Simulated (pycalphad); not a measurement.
Source of the numbers: pycalphad with the COST 507 light-alloy database (1999); pressure 1 atm. No gas phase is included, though pure Mg would boil below 1650 K. These are 1990s assessments: newer ones move some temperatures and phases. Kinetics are ignored, which matters at the lower temperatures.

Q: How does the equilibrium phase assembly of Al-1.13Si-0.22Mg (at.%) change on cooling from 1650 K to 350 K?

A: 
```csv
T (K),phases above,phases below
925.5,LIQUID,FCC_A1 + LIQUID
861.7,FCC_A1 + LIQUID,FCC_A1
816.3,FCC_A1,DIAMOND_A4 + FCC_A1
704.0,DIAMOND_A4 + FCC_A1,DIAMOND_A4 + FCC_A1 + MG2SI
```
Changes were sought between steps of 25 K, so a narrower field can be missed.

Database names, with the compositions (at.%) that they take in these runs: MG2SI: Mg 67 Si 33. FCC_A1 is fcc; DIAMOND_A4 is diamond (Si).
